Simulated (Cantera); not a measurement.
Charge: 1 mol TiO₂, 0.54 mol H₂, equilibrated at 3.70 mbar.

Method: chemical equilibrium by Gibbs-energy minimisation in Cantera with the NASA 1993 tables (ideal gas, pure condensed phases). Candidate condensed phases: H₂O, Ti, TiO, TiO₂, Ti₂O₃, Ti₃O₅, Ti₄O₇; 12 gas species. Mutual solubility and eutectic melting of coexisting phases are not modelled. Condensed phases not in the tables: Magnéli phases beyond Ti₄O₇. Equilibrium is a limit: real reactors are often held back by kinetics, nucleation or transport.

x: gas mole fraction; n: condensed amount in mol.

```json
[
 {"T (K)": "1125", "x H₂": "1.000", "x H₂O": "0.000436", "x H": "7.30e-7", "x OH": "1.66e-12", "n TiO₂(rutile)": "0.999", "n Ti₄O₇(s)": "0.000235"},
 {"T (K)": "1175", "x H₂": "0.999", "x H₂O": "0.000799", "x H": "2.01e-6", "x OH": "1.12e-11", "n TiO₂(rutile)": "0.998", "n Ti₄O₇(s)": "0.000431"},
 {"T (K)": "1225", "x H₂": "0.999", "x H₂O": "0.00140", "x H": "5.12e-6", "x OH": "6.51e-11", "n TiO₂(rutile)": "0.997", "n Ti₄O₇(s)": "0.000754"},
 {"T (K)": "1275", "x H₂": "0.998", "x H₂O": "0.00234", "x H": "1.21e-5", "x OH": "3.30e-10", "n TiO₂(rutile)": "0.995", "n Ti₄O₇(s)": "0.00126"},
 {"T (K)": "1325", "x H₂": "0.996", "x H₂O": "?", "x H": "?", "x OH": "?", "n TiO₂(rutile)": "0.992", "n Ti₄O₇(s)": "?"},
 {"T (K)": "1375", "x H₂": "0.994", "x H₂O": "0.00589", "x H": "5.62e-5", "x OH": "5.99e-9", "n TiO₂(rutile)": "0.987", "n Ti₄O₇(s)": "0.00318"},
 {"T (K)": "1425", "x H₂": "0.991", "x H₂O": "0.00892", "x H": "0.000112", "x OH": "2.20e-8", "n TiO₂(rutile)": "0.981", "n Ti₄O₇(s)": "0.00481"},
 {"T (K)": "1475", "x H₂": "0.987", "x H₂O": "0.0131", "x H": "0.000212", "x OH": "7.38e-8", "n TiO₂(rutile)": "0.972", "n Ti₄O₇(s)": "0.00709"},
 {"T (K)": "1525", "x H₂": "0.981", "x H₂O": "0.0188", "x H": "0.000385", "x OH": "2.30e-7", "n TiO₂(rutile)": "0.959", "n Ti₄O₇(s)": "0.0102"},
 {"T (K)": "1575", "x H₂": "0.973", "x H₂O": "0.0264", "x H": "0.000674", "x OH": "6.64e-7", "n TiO₂(rutile)": "0.943", "n Ti₄O₇(s)": "0.0143"},
 {"T (K)": "1625", "x H₂": "0.963", "x H₂O": "0.0362", "x H": "0.00114", "x OH": "1.80e-6", "n TiO₂(rutile)": "0.922", "n Ti₄O₇(s)": "0.0196"},
 {"T (K)": "1675", "x H₂": "0.950", "x H₂O": "?", "x H": "?", "x OH": "?", "n TiO₂(rutile)": "0.895", "n Ti₄O₇(s)": "?"},
 {"T (K)": "1725", "x H₂": "0.933", "x H₂O": "0.0640", "x H": "0.00295", "x OH": "1.11e-5", "n TiO₂(rutile)": "0.862", "n Ti₄O₇(s)": "0.0346"},
 {"T (K)": "1775", "x H₂": "0.913", "x H₂O": "0.0826", "x H": "0.00455", "x OH": "2.56e-5", "n TiO₂(rutile)": "0.821", "n Ti₄O₇(s)": "0.0447"}
]
```

Question: Fill in the missing entries.

Answer: 
- 1675, x H₂O: 0.0486
- 1675, x H: 0.00186
- 1675, x OH: 4.61e-6
- 1675, n Ti₄O₇(s): 0.0263
- 1325, x H₂O: 0.00377
- 1325, x H: 2.68e-5
- 1325, x OH: 1.48e-9
- 1325, n Ti₄O₇(s): 0.00204
